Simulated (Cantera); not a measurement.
What does this Cantera script print?

```python
import numpy as np
import cantera as ct

gas_names = """
    N NO NO2 NO3 N2 N2O O O2 O3 Pb PbO Pb2
""".split()
cond_names = """
    Pb(cr) Pb(L) PbO(rd) PbO(yw) PbO(L) PbO2(s) Pb3O4(s)
""".split()


def load(file, names, dense=False):
    # The tables refer to 1 bar. Condensed volumes are neglected.
    table = {s.name: s for s in ct.Species.list_from_file(file)}
    out = []
    for n in names:
        d = dict(table[n].input_data)
        d["thermo"] = dict(d["thermo"], **{"reference-pressure": 1e5})
        if dense:
            d["equation-of-state"] = {"model": "constant-volume", "density": "1e6 g/cm^3"}
        out.append(ct.Species.from_dict(d))
    return out


gas = ct.Solution(thermo="ideal-gas", species=load("nasa_gas.yaml", gas_names))
cond = {s.name: ct.Solution(thermo="fixed-stoichiometry", species=[s], name=s.name)
        for s in load("nasa_condensed.yaml", cond_names, dense=True)}
atoms = {
    'PbO': {'Pb': 1, 'O': 1},
    'O2': {'O': 2},
    'N2': {'N': 2},
}
top_T = {'Pb3O4(s)': 820}  # K; cautious upper limits of use, not melting points


def equilibrate(T, P, feed):
    n = {}
    for name, mol in feed.items():
        for a, k in atoms[name].items():
            n[a] = n.get(a, 0.0) + k * mol
    gas.TPX = T, P, n
    mass = sum(n.values()) * gas.mean_molecular_weight
    gas.equilibrate("TP")
    valid = [c for c in cond.values() if c.min_temp <= T <= top_T.get(c.name, c.max_temp)]
    mix = ct.Mixture([(gas, mass / gas.mean_molecular_weight)] + [(c, 0.0) for c in valid])
    mix.T, mix.P = T, P
    mix.equilibrate("TP", solver="vcs", rtol=1e-11, max_steps=5000)
    return mix


results = []
P = 140000  # Pa
for T in [450, 550, 650, 750, 850, 950, 1050, 1150, 1250, 1350, 1450]:
    for m in [0.037, 0.046, 0.058, 0.072, 0.09, 0.11, 0.14, 0.17, 0.22, 0.27, 0.34, 0.42, 0.52]:
        feed = {'PbO': 1, 'O2': m, 'N2': 26}  # mol
        mix = equilibrate(T, P, feed)
        results.append((T, P, feed, dict(zip(mix.species_names, mix.species_moles))))

for T, P, feed, n in results:
    print(f"{T:7g} {feed['O2']:10.4g}  " + (" + ".join(c for c in cond_names if n.get(c, 0) > 1e-12) or "gas only"))
```

Result:

```
    450      0.037  PbO(rd) + Pb3O4(s)
    450      0.046  PbO(rd) + Pb3O4(s)
    450      0.058  PbO(rd) + Pb3O4(s)
    450      0.072  PbO(rd) + Pb3O4(s)
    450       0.09  PbO(rd) + Pb3O4(s)
    450       0.11  PbO(rd) + Pb3O4(s)
    450       0.14  PbO(rd) + Pb3O4(s)
    450       0.17  Pb3O4(s)
    450       0.22  Pb3O4(s)
    450       0.27  Pb3O4(s)
    450       0.34  Pb3O4(s)
    450       0.42  Pb3O4(s)
    450       0.52  Pb3O4(s)
    550      0.037  PbO(rd)
    550      0.046  PbO(rd)
    550      0.058  PbO(rd)
    550      0.072  PbO(rd)
    550       0.09  PbO(rd)
    550       0.11  PbO(rd)
    550       0.14  PbO(rd) + Pb3O4(s)
    550       0.17  PbO(rd) + Pb3O4(s)
    550       0.22  PbO(rd) + Pb3O4(s)
    550       0.27  PbO(rd) + Pb3O4(s)
    550       0.34  Pb3O4(s)
    550       0.42  Pb3O4(s)
    550       0.52  Pb3O4(s)
    650      0.037  PbO(rd)
    650      0.046  PbO(rd)
    650      0.058  PbO(rd)
    650      0.072  PbO(rd)
    650       0.09  PbO(rd)
    650       0.11  PbO(rd)
    650       0.14  PbO(rd)
    650       0.17  PbO(rd)
    650       0.22  PbO(rd)
    650       0.27  PbO(rd)
    650       0.34  PbO(rd)
    650       0.42  PbO(rd)
    650       0.52  PbO(rd)
    750      0.037  PbO(rd)
    750      0.046  PbO(rd)
    750      0.058  PbO(rd)
    750      0.072  PbO(rd)
    750       0.09  PbO(rd)
    750       0.11  PbO(rd)
    750       0.14  PbO(rd)
    750       0.17  PbO(rd)
    750       0.22  PbO(rd)
    750       0.27  PbO(rd)
    750       0.34  PbO(rd)
    750       0.42  PbO(rd)
    750       0.52  PbO(rd)
    850      0.037  PbO(yw)
    850      0.046  PbO(yw)
    850      0.058  PbO(yw)
    850      0.072  PbO(yw)
    850       0.09  PbO(yw)
    850       0.11  PbO(yw)
    850       0.14  PbO(yw)
    850       0.17  PbO(yw)
    850       0.22  PbO(yw)
    850       0.27  PbO(yw)
    850       0.34  PbO(yw)
    850       0.42  PbO(yw)
    850       0.52  PbO(yw)
    950      0.037  PbO(yw)
    950      0.046  PbO(yw)
    950      0.058  PbO(yw)
    950      0.072  PbO(yw)
    950       0.09  PbO(yw)
    950       0.11  PbO(yw)
    950       0.14  PbO(yw)
    950       0.17  PbO(yw)
    950       0.22  PbO(yw)
    950       0.27  PbO(yw)
    950       0.34  PbO(yw)
    950       0.42  PbO(yw)
    950       0.52  PbO(yw)
   1050      0.037  PbO(yw)
   1050      0.046  PbO(yw)
   1050      0.058  PbO(yw)
   1050      0.072  PbO(yw)
   1050       0.09  PbO(yw)
   1050       0.11  PbO(yw)
   1050       0.14  PbO(yw)
   1050       0.17  PbO(yw)
   1050       0.22  PbO(yw)
   1050       0.27  PbO(yw)
   1050       0.34  PbO(yw)
   1050       0.42  PbO(yw)
   1050       0.52  PbO(yw)
   1150      0.037  PbO(yw)
   1150      0.046  PbO(yw)
   1150      0.058  PbO(yw)
   1150      0.072  PbO(yw)
   1150       0.09  PbO(yw)
   1150       0.11  PbO(yw)
   1150       0.14  PbO(yw)
   1150       0.17  PbO(yw)
   1150       0.22  PbO(yw)
   1150       0.27  PbO(yw)
   1150       0.34  PbO(yw)
   1150       0.42  PbO(yw)
   1150       0.52  PbO(yw)
   1250      0.037  PbO(L)
   1250      0.046  PbO(L)
   1250      0.058  PbO(L)
   1250      0.072  PbO(L)
   1250       0.09  PbO(L)
   1250       0.11  PbO(L)
   1250       0.14  PbO(L)
   1250       0.17  PbO(L)
   1250       0.22  PbO(L)
   1250       0.27  PbO(L)
   1250       0.34  PbO(L)
   1250       0.42  PbO(L)
   1250       0.52  PbO(L)
   1350      0.037  PbO(L)
   1350      0.046  PbO(L)
   1350      0.058  PbO(L)
   1350      0.072  PbO(L)
   1350       0.09  PbO(L)
   1350       0.11  PbO(L)
   1350       0.14  PbO(L)
   1350       0.17  PbO(L)
   1350       0.22  PbO(L)
   1350       0.27  PbO(L)
   1350       0.34  PbO(L)
   1350       0.42  PbO(L)
   1350       0.52  PbO(L)
   1450      0.037  PbO(L)
   1450      0.046  PbO(L)
   1450      0.058  PbO(L)
   1450      0.072  PbO(L)
   1450       0.09  PbO(L)
   1450       0.11  PbO(L)
   1450       0.14  PbO(L)
   1450       0.17  PbO(L)
   1450       0.22  PbO(L)
   1450       0.27  PbO(L)
   1450       0.34  PbO(L)
   1450       0.42  PbO(L)
   1450       0.52  PbO(L)
```

These are equilibrium values from Cantera (NASA tables, ideal gas, pure condensed phases), not measurements of a reactor.
